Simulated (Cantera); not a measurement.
A perfectly stirred reactor is fed with H2 : O2 : N2 = 1 : 1.06 : 4 (molar parts), at 3750 Torr; it is adiabatic with a 498 K inlet, and is followed from long to short residence time, starting on the burning branch (τ in s: 0.43, 0.15, 0.052, 0.018, 0.0064, 0.0022, 0.00077, 0.00027, 9.4e-05, 3.3e-05, 1.1e-05, 4e-06).

Detailed kinetics in Cantera: GRI-Mech 3.0 (53 species, 325 reactions). The hydrogen kinetics of GRI-Mech 3.0 are dated; newer H2 mechanisms differ, most at raised pressure.

**Question.** Predict: blow-out, bracketed by the residence times tried; x(H2) at τ = 0.430 s; x(O2) at τ = 0.430 s; x(NO) at τ = 0.430 s; x(N2O) at τ = 0.430 s; x(HO2) at τ = 0.430 s; x(H2) at τ = 0.770 ms; x(O2) at τ = 0.770 ms; x(NO) at τ = 0.770 ms; x(N2O) at τ = 0.770 ms; x(HO2) at τ = 0.770 ms.

**Answer.** 
| Quantity | Result |
|---|---|
| blow-out, bracketed by the residence times tried | burning at 11.0 µs, out at 4.00 µs |
| x(H2) at τ = 0.430 s | 1.67e-5 |
| x(O2) at τ = 0.430 s | 0.101 |
| x(NO) at τ = 0.430 s | 1.84e-5 |
| x(N2O) at τ = 0.430 s | 3.55e-7 |
| x(HO2) at τ = 0.430 s | 1.20e-6 |
| x(H2) at τ = 0.770 ms | 0.000918 |
| x(O2) at τ = 0.770 ms | 0.100 |
| x(NO) at τ = 0.770 ms | 5.53e-6 |
| x(N2O) at τ = 0.770 ms | 2.34e-6 |
| x(HO2) at τ = 0.770 ms | 2.64e-5 |
